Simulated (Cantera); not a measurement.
Input (Python, Cantera) and output of one run.

```python
import numpy as np
import cantera as ct

gas_names = """
    N NO NO2 NO3 N2 N2O O O2 O3 Pb PbO Pb2
""".split()
cond_names = """
    Pb(cr) Pb(L) PbO(rd) PbO(yw) PbO(L) PbO2(s) Pb3O4(s)
""".split()


# ... load() reads the species with a 1 bar reference pressure and builds the phases ...
atoms = {
    'Pb': {'Pb': 1},
    'O2': {'O': 2},
    'N2': {'N': 2},
}
top_T = {'Pb3O4(s)': 820}  # K; cautious upper limits of use, not melting points


# ... equilibrate(T, P, feed) seeds the gas with the atoms and calls Mixture.equilibrate('TP', solver="vcs", rtol=1e-11, max_steps=5000) ...
results = []
feed = {'Pb': 1, 'O2': 0.016, 'N2': 0.19}  # mol
P = 49000  # Pa
for T in [1273, 1298, 1323, 1348, 1373, 1398, 1423]:
    mix = equilibrate(T, P, feed)
    results.append((T, P, feed, dict(zip(mix.species_names, mix.species_moles))))
    x = sorted(zip(gas.X, gas.species_names), reverse=True)
    print(f"T = {T:g} K  P = {P:g} Pa  gas = {mix.phase_moles(0):.4g} mol")
    print("   x: " + "  ".join(f"{s} {v:.3e}" for v, s in x if v > 0.001))
    print("   condensed (mol): " + ("  ".join(f"{mix.phase(i).name} {mix.phase_moles(i):.4g}"
          for i in range(1, mix.n_phases) if mix.phase_moles(i) > 1e-12) or "none"))
```

Result:

```
T = 1273 K  P = 49000 Pa  gas = 0.1908 mol
   x: N2 9.957e-01  Pb 3.747e-03
   condensed (mol): Pb(L) 0.9673  PbO(L) 0.03189
T = 1298 K  P = 49000 Pa  gas = 0.1912 mol
   x: N2 9.939e-01  Pb 5.218e-03
   condensed (mol): Pb(L) 0.967  PbO(L) 0.03183
T = 1323 K  P = 49000 Pa  gas = 0.1916 mol
   x: N2 9.915e-01  Pb 7.176e-03  PbO 1.362e-03
   condensed (mol): Pb(L) 0.9666  PbO(L) 0.03174
T = 1348 K  P = 49000 Pa  gas = 0.1923 mol
   x: N2 9.882e-01  Pb 9.748e-03  PbO 2.051e-03
   condensed (mol): Pb(L) 0.9661  PbO(L) 0.03161
T = 1373 K  P = 49000 Pa  gas = 0.1931 mol
   x: N2 9.839e-01  Pb 1.309e-02  PbO 3.038e-03
   condensed (mol): Pb(L) 0.9655  PbO(L) 0.03141
T = 1398 K  P = 49000 Pa  gas = 0.1942 mol
   x: N2 9.782e-01  Pb 1.739e-02  PbO 4.434e-03
   condensed (mol): Pb(L) 0.9646  PbO(L) 0.03114
T = 1423 K  P = 49000 Pa  gas = 0.1957 mol
   x: N2 9.707e-01  Pb 2.287e-02  PbO 6.379e-03
   condensed (mol): Pb(L) 0.9635  PbO(L) 0.03075
```

Equilibrium computed with Cantera from the NASA thermochemical tables; the gas is ideal and each condensed phase is pure. Each liquid is taken as pure. Mutual solubility and eutectic melting of coexisting phases are not modelled. Gases not in the tables: (PbO)n polymers.
